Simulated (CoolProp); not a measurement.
A single-stage vapour-compression cycle with R141b: evaporating at 329.15 K (dew point), condensing at 349.15 K (bubble point), superheat 10 K, subcooling 2 K, compressor efficiency 0.7, no pressure losses. Each further row changes one setting.

Values from CoolProp's reference Helmholtz-energy equation of state, Lemmon 2006. It is a short technical equation, of lower accuracy than the large ones.

```tsv
case	cooling COP	pressure ratio	discharge temperature (K)	refrigerating effect (kJ/kg)	volumetric capacity (kJ/m³)
as stated	10.9	1.74	363.7	197	1900
evaporating temperature 334.15 K	14.9	(withheld)	(withheld)	201	2220
condensing temperature 344.15 K	14.7	(withheld)	(withheld)	204	1960
subcooling 7 K	(withheld)	1.74	363.7	204	1960
superheat 20 K	10.9	1.74	373.9	(withheld)	1920
compressor efficiency 0.6	9.32	1.74	(withheld)	197	1900
```

### Question
Complete the blanks.

### Answer

- evaporating temperature 334.15 K, pressure ratio: 1.50
- evaporating temperature 334.15 K, discharge temperature (K): 362.4
- condensing temperature 344.15 K, pressure ratio: 1.52
- condensing temperature 344.15 K, discharge temperature (K): 357.8
- subcooling 7 K, cooling COP: 11.2
- superheat 20 K, refrigerating effect (kJ/kg): 206
- compressor efficiency 0.6, discharge temperature (K): 367.0
